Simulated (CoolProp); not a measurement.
Saturated liquid density (kg/m³) of p-xylene: the reference equation beside estimates from Tc = 343.0 °C, pc = 3.532 MPa, ω = 0.324. Rackett uses Z = 0.29056 − 0.08775 ω.

Computed with CoolProp (reference Helmholtz-energy equation of state, Zhou 2012).

```csv
T (°C),reference,Rackett,van der Waals,Redlich-Kwong,Soave-Redlich-Kwong,Peng-Robinson
25.15,856.5,845.6,484.0,…,738.8,830.4
28.85,853.3,842.5,…,716.7,736.7,828.1
32.45,850.2,839.5,480.9,714.2,734.5,825.8
36.15,847.0,836.3,479.3,711.5,732.3,823.5
39.85,843.7,833.1,477.6,708.9,730.0,821.1
43.55,840.5,830.0,476.0,706.2,727.7,818.6
47.15,837.4,826.8,474.4,703.5,725.5,816.2
50.85,834.1,823.6,…,700.7,723.1,813.7
```

Question: Some entries are withheld; supply them.

Answer: 
- 25.15, Redlich-Kwong: 719.3
- 28.85, van der Waals: 482.4
- 50.85, van der Waals: 472.7

Absolute difference from the reference over all 8 rows, mean and median: Rackett 1.3 and 1.3 %, van der Waals 43.4 and 43.4 %, Redlich-Kwong 16.0 and 16.0 %, Soave-Redlich-Kwong 13.5 and 13.5 %, Peng-Robinson 2.7 and 2.7 %.
